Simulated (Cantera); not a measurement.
Input (Python, Cantera) and output of one run.

```python
import numpy as np
import cantera as ct

gas_names = [...]  # 110 gases of nasa_gas.yaml made of C, H, N
cond_names = """
    C(gr) C6H6(L) C7H8(L) C8H18(L),n-octa
""".split()


# ... load() reads the species with a 1 bar reference pressure and builds the phases ...
atoms = {
    'n-butane': {'C': 4, 'H': 10},
    'H2': {'H': 2},
    'N2': {'N': 2},
}
top_T = {'C(gr)': 4500}  # K; cautious upper limits of use, not melting points


# ... equilibrate(T, P, feed) seeds the gas with the atoms and calls Mixture.equilibrate('TP', solver="vcs", rtol=1e-11, max_steps=5000) ...
results = []
feed = {'n-butane': 1, 'H2': 9.3, 'N2': 0.26}  # mol
P = 1000  # Pa
for T in [2000, 2250, 2500, 2750, 3000, 3250, 3500, 3750, 4000, 4250, 4500, 4750, 5000]:
    mix = equilibrate(T, P, feed)
    results.append((T, P, feed, dict(zip(mix.species_names, mix.species_moles))))
    x = sorted(zip(gas.X, gas.species_names), reverse=True)
    print(f"T = {T:g} K  P = {P:g} Pa  gas = {mix.phase_moles(0):.4g} mol")
    print("   x: " + "  ".join(f"{s} {v:.3e}" for v, s in x if v > 0.001))
    print("   condensed (mol): " + ("  ".join(f"{mix.phase(i).name} {mix.phase_moles(i):.4g}"
          for i in range(1, mix.n_phases) if mix.phase_moles(i) > 1e-12) or "none"))
```

Output:

```
T = 2000 K  P = 1000 Pa  gas = 14.68 mol
   x: H2 9.646e-01  N2 1.672e-02  H 1.597e-02  HCN 1.873e-03
   condensed (mol): C(gr) 3.949
T = 2250 K  P = 1000 Pa  gas = 15.09 mol
   x: H2 9.068e-01  H 7.072e-02  N2 1.499e-02  HCN 4.116e-03  C2H2,acetylene 3.035e-03
   condensed (mol): C(gr) 3.84
T = 2500 K  P = 1000 Pa  gas = 16.35 mol
   x: H2 7.536e-01  H 2.183e-01  N2 1.207e-02  C2H2,acetylene 8.152e-03  HCN 6.755e-03
   condensed (mol): C(gr) 3.597
T = 2750 K  P = 1000 Pa  gas = 19.21 mol
   x: H2 4.866e-01  H 4.772e-01  C2H2,acetylene 1.369e-02  N2 8.573e-03  HCN 8.065e-03  C3 1.687e-03  C2H 1.557e-03  HNC 1.226e-03
   condensed (mol): C(gr) 3.097
T = 3000 K  P = 1000 Pa  gas = 24.42 mol
   x: H 7.169e-01  H2 2.061e-01  C3 3.120e-02  C2H2,acetylene 1.282e-02  C2H 7.665e-03  HCN 6.701e-03  N2 5.450e-03  C 5.068e-03  C2 3.169e-03  CN 2.406e-03  HNC 1.265e-03
   condensed (mol): C(gr) 0.06331
T = 3250 K  P = 1000 Pa  gas = 28.4 mol
   x: H 8.544e-01  H2 7.084e-02  C3 2.871e-02  C 1.953e-02  C2 7.134e-03  N2 5.598e-03  C2H 4.567e-03  CN 3.938e-03  HCN 2.543e-03  C2H2,acetylene 1.587e-03
   condensed (mol): none
T = 3500 K  P = 1000 Pa  gas = 30.63 mol
   x: H 8.855e-01  C 5.223e-02  H2 2.248e-02  C3 1.589e-02  C2 1.012e-02  N2 5.425e-03  CN 4.930e-03  C2H 1.851e-03
   condensed (mol): none
T = 3750 K  P = 1000 Pa  gas = 32 mol
   x: H 8.775e-01  C 9.174e-02  C2 7.679e-03  H2 7.663e-03  N2 5.449e-03  CN 4.565e-03  C3 3.982e-03
   condensed (mol): none
T = 4000 K  P = 1000 Pa  gas = 32.58 mol
   x: H 8.716e-01  C 1.112e-01  N2 5.665e-03  C2 3.303e-03  CN 3.220e-03  H2 2.990e-03  N 1.336e-03
   condensed (mol): none
T = 4250 K  P = 1000 Pa  gas = 32.79 mol
   x: H 8.696e-01  C 1.172e-01  N2 5.374e-03  N 3.071e-03  CN 2.020e-03  H2 1.311e-03  C2 1.241e-03
   condensed (mol): none
T = 4500 K  P = 1000 Pa  gas = 32.9 mol
   x: H 8.680e-01  C 1.193e-01  N 5.929e-03  N2 4.338e-03  CN 1.194e-03
   condensed (mol): none
T = 4750 K  P = 1000 Pa  gas = 32.99 mol
   x: H 8.662e-01  C 1.201e-01  N 9.477e-03  N2 2.814e-03
   condensed (mol): none
T = 5000 K  P = 1000 Pa  gas = 33.06 mol
   x: H 8.647e-01  C 1.203e-01  N 1.254e-02  N2 1.430e-03
   condensed (mol): none
```

These are equilibrium values from Cantera (NASA tables, ideal gas, pure condensed phases), not measurements of a reactor.
